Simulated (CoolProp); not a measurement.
Vapour-liquid equilibrium of carbon dioxide (1) + R134a (2) at 236.1 K; x and y are mole fractions of (1).

The numbers come from the multi-fluid Helmholtz-energy mixture model, Span 1996 and Tillner-Roth 1994; pair parameters Bell 2016 in CoolProp.

| x | bubble pressure (bar) | y at the bubble point | dew pressure at overall composition x (bar) | liquid density (mol/L) |
|---|---|---|---|---|
| 0.05 | 1.019 | 0.435 | 0.6265 | 14.16 |
| 0.15 | 1.988 | 0.735 | 0.6964 | 14.90 |
| 0.25 | 3.062 | 0.844 | 0.7836 | 15.70 |
| 0.35 | 4.176 | 0.898 | 0.8955 | 16.57 |
| 0.45 | 5.282 | 0.929 | 1.044 | 17.52 |
| 0.55 | 6.358 | 0.950 | 1.253 | 18.57 |
| 0.65 | 7.402 | 0.964 | 1.566 | 19.73 |
| 0.75 | 8.432 | 0.976 | 2.090 | 21.03 |
| 0.85 | 9.482 | 0.986 | 3.150 | 22.50 |
| 0.95 | 10.59 | 0.995 | 6.370 | 24.17 |

No azeotrope shows between x = 0.05 and 0.95.

Pair parameters are fitted to limited data, so mixtures are less certain than the pure fluids.
